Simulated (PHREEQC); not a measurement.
0.76 g of hydrous ferric oxide (600 m²/g; 0.2 weak and 0.005 strong sites per Fe, Dzombak-Morel constants, diffuse double layer) in 1 kg of water with 0.05 mol/kgw of an inert sodium salt and 3.7e-05 mol/kgw CaCl2 and 1e-05 mol/kgw CuCl2, at 25 °C; the pH is set by adding NaOH or the inert anion's acid. Oxygen is held at 0.21 atm. The system is closed to CO2. Nothing may precipitate in this run.

The series has 13 steps of pH, from 3 to 11.

All values are PHREEQC results (ion-association model, wateq4f.dat), not measurements.

Problem. Near which pH is half of the Ca sorbed, and on which side is more sorbed?

Solution. Near pH 8.2, with more sorbed at higher pH.

Problem. Near which pH is half of the Cu sorbed, and on which side is more sorbed?

Solution. Near pH 4.6, with more sorbed at higher pH.

Species that the database lacks are ignored. The database's constant for dissolved Cu(OH)2 is higher than later reviews accept. The oxide is taken as insoluble; below pH 4 it would dissolve.
